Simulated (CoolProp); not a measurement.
Saturated liquid density (kg/m³) of chlorine: the reference equation beside estimates from Tc = 416.9 K, pc = 7.642 MPa, ω = 0.070.

Model: reference Helmholtz-energy equation of state, Thol 2021, in CoolProp.

| T (K) | reference | van der Waals | Redlich-Kwong | Soave-Redlich-Kwong | Peng-Robinson |
|---|---|---|---|---|---|
| 250 | 1534 | 963.9 | 1419 | 1416 | 1599 |
| 257.9 | 1511 | 951.3 | 1397 | 1396 | 1577 |
| 265.9 | 1489 | 938.1 | 1374 | 1374 | 1553 |
| 273.9 | 1466 | 924.5 | 1350 | 1351 | 1529 |
| 281.8 | 1442 | 910.6 | 1326 | 1328 | 1503 |
| 289.8 | 1418 | 896.1 | 1300 | 1304 | 1476 |
| 297.8 | 1394 | 881.0 | 1274 | 1278 | 1447 |
| 305.7 | 1369 | 865.6 | 1246 | 1251 | 1418 |

Absolute difference from the reference over all 8 rows, mean and median: van der Waals 36.9 and 36.9 %, Redlich-Kwong 8.1 and 8.0 %, Soave-Redlich-Kwong 8.0 and 7.9 %, Peng-Robinson 4.1 and 4.2 %.
